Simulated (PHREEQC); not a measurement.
Consider water at 15 °C with 0.03 mol/kgw HCl, 0.094 mol/kgw KCl and 0.0077 mol/kgw H2SO4. Closed to the air; pH follows from the charge balance.

Equilibrium calculation in PHREEQC: ion-association model, phreeqc.dat.

No solid was allowed to form.

### Question
Order these S species by the share of S that they hold, largest first: KSO4-, SO4-2, HSO4-.

### Answer
HSO4- (50 %), SO4-2 (42 %), KSO4- (7.6 %)

The pH is 1.47 and the ionic strength 0.138 mol/kgw.
